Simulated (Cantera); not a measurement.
Charge: 1 mol Si3N4, 0.0013 mol H2O, 770 mol H2, at 0.00278 Torr.

Method: chemical equilibrium by Gibbs-energy minimisation in Cantera with the NASA 1993 tables (ideal gas, pure condensed phases). Candidate condensed phases: H2O, Si, SiO2, Si2N2O, Si3N4; 35 gas species. Equilibrium is a limit: real reactors are often held back by kinetics, nucleation or transport. All values below are at 1923 K.

Base state: H2 0.612, H 0.383, Si 0.00312, N2 0.00209 (mole fractions); condensed: gas only.

What changes in the equilibrium state with this change: H2O from 0.0013 to 0.77 mol?


```
species   before     after
-------  -------  --------
H2         0.612     0.612
H          0.383     0.383
Si       0.00312   0.00232
SiO      1.36e-6  0.000802
N2       0.00209   0.00208
```
